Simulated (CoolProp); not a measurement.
Vapour-liquid equilibrium of propylene (1) + R115 (2) at 297.5 K; x and y are mole fractions of (1).

The numbers come from the multi-fluid Helmholtz-energy mixture model, Lemmon 2013 and Lemmon 2016; pair parameters Bell 2016 in CoolProp.

**Question.** Give the bubble pressure and the first vapour's composition at x = 0.5, 0.65, 0.8. Is there an azeotrope?

**Answer.** x = 0.5: 1.215 MPa, y = 0.559; x = 0.65: 1.242 MPa, y = 0.663; x = 0.8: 1.234 MPa, y = 0.775. y crosses x between x = 0.65 and 0.725: the model has an azeotrope there.

The pair parameters rest on a limited set of measurements; away from them the model extrapolates.
